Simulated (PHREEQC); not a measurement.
1 kg of water holding 0.074 mol KCl, 0.0051 mol Na2B4O7 and 0.62 mol Na2CO3 is evaporated at 30 °C; the solids stay in contact with the brine. CO2 is held at log p = -3.4 (atm). Solids allowed: Halite, Kalicinite, Nahcolite, Natron, Sylvite, Trona, Borax, Boric_acid,s, KB5O8:4H2O, K2B4O7:4H2O, NaBO2:4H2O, NaB5O8:5H2O, Teepleite. Others were left out.

The series has 17 steps of water left (kg), from 0.9988 to 0.02672.

The numbers come from PHREEQC with the Pitzer model, pitzer.dat.

Q: Which solids form, in which order, and at which step of the series does each first stand?

A: Trona from water left = 0.2058 kg (pH 10.19).
